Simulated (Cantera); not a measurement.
Input: 1 mol SiF₄, a varied amount of NH₃, equilibrated at 1202 °C and 1.00 bar.

Cantera equilibrium calculation (NASA polynomials, part measured and part estimated; ideal gas, pure solids and liquids). Candidate condensed phases: Si, Si₃N₄; 37 gas species. The tables' values for SiF₃, SiF₂ are old estimates; treat these amounts as uncertain. Kinetics and transport are ignored.

x: gas mole fraction; n: condensed amount in mol.

```json
[
 {"n(NH₃) (mol)": "1.8", "x H₂": "0.578", "x N₂": "0.195", "x SiF₄": "0.208", "x HF": "0.00935", "x SiHF₃": "0.00525", "n Si₃N₄(s)": "0"},
 {"n(NH₃) (mol)": "2.3", "x H₂": "0.608", "x N₂": "0.205", "x SiF₄": "0.170", "x HF": "0.00863", "x SiHF₃": "0.00489", "n Si₃N₄(s)": "0"},
 {"n(NH₃) (mol)": "3", "x H₂": "0.636", "x N₂": "0.214", "x SiF₄": "…", "x HF": "…", "x SiHF₃": "…", "n Si₃N₄(s)": "0"},
 {"n(NH₃) (mol)": "3.9", "x H₂": "0.658", "x N₂": "0.221", "x SiF₄": "0.107", "x HF": "0.00708", "x SiHF₃": "0.00405", "n Si₃N₄(s)": "0"},
 {"n(NH₃) (mol)": "5", "x H₂": "0.676", "x N₂": "0.227", "x SiF₄": "0.0845", "x HF": "0.00639", "x SiHF₃": "0.00365", "n Si₃N₄(s)": "0"},
 {"n(NH₃) (mol)": "6.4", "x H₂": "0.690", "x N₂": "0.232", "x SiF₄": "0.0668", "x HF": "0.00589", "x SiHF₃": "0.00320", "n Si₃N₄(s)": "0.000334"},
 {"n(NH₃) (mol)": "8.3", "x H₂": "0.702", "x N₂": "0.235", "x SiF₄": "0.0520", "x HF": "0.00559", "x SiHF₃": "0.00267", "n Si₃N₄(s)": "0.00137"},
 {"n(NH₃) (mol)": "11", "x H₂": "0.713", "x N₂": "0.239", "x SiF₄": "0.0394", "x HF": "0.00527", "x SiHF₃": "0.00218", "n Si₃N₄(s)": "0.00281"},
 {"n(NH₃) (mol)": "14", "x H₂": "0.720", "x N₂": "0.241", "x SiF₄": "0.0309", "x HF": "0.00499", "x SiHF₃": "0.00182", "n Si₃N₄(s)": "0.00437"},
 {"n(NH₃) (mol)": "18", "x H₂": "0.726", "x N₂": "0.243", "x SiF₄": "0.0239", "x HF": "0.00471", "x SiHF₃": "0.00151", "n Si₃N₄(s)": "0.00638"},
 {"n(NH₃) (mol)": "23", "x H₂": "0.731", "x N₂": "0.244", "x SiF₄": "…", "x HF": "0.00444", "x SiHF₃": "…", "n Si₃N₄(s)": "…"},
 {"n(NH₃) (mol)": "29", "x H₂": "0.734", "x N₂": "0.245", "x SiF₄": "0.0146", "x HF": "0.00419", "x SiHF₃": "0.00104", "n Si₃N₄(s)": "0.0116"}
]
```

**Question.** Complete the blanks.

**Answer.** 
- 3, x SiF₄: 0.135
- 3, x HF: 0.00785
- 3, x SiHF₃: 0.00447
- 23, x SiF₄: 0.0186
- 23, x SiHF₃: 0.00125
- 23, n Si₃N₄(s): 0.00879
